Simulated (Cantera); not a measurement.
Feed: 1 mol CuO, 0.39 mol CH₄, 1 mol CO, equilibrated at 1200 Pa.

Equilibrium computed with Cantera from the NASA thermochemical tables; the gas is ideal and each condensed phase is pure. Candidate condensed phases: C, C₆H₆, C₇H₈, C₈H₁₈, Cu, CuO, Cu(OH)₂, Cu₂O, H₂O; 113 gas species. Rates play no part. All values below are at 2275 °C.

Base state: CO 0.355, Cu 0.294, H₂ 0.0906, H₂O 0.0876, H 0.0850, CO₂ 0.0542, OH 0.0180, O 0.0110 (mole fractions); condensed: gas only.

Question: What changes in the equilibrium state with this change: pressure from 1200 Pa to 133 Pa?

Answer: 
| species | before | after |
|---|---|---|
| CO | 0.355 | 0.333 |
| Cu | 0.294 | 0.259 |
| H | 0.0850 | 0.204 |
| H₂O | 0.0876 | 0.0304 |
| O | 0.0110 | 0.0537 |
| O₂ | 0.00435 | 0.0115 |
| CO₂ | 0.0542 | 0.0275 |
| H₂ | 0.0906 | 0.0580 |
| OH | 0.0180 | 0.0234 |
| Cu₂ | 7.79e-5 | 6.71e-6 |
| CuO | 0.000149 | 7.09e-5 |
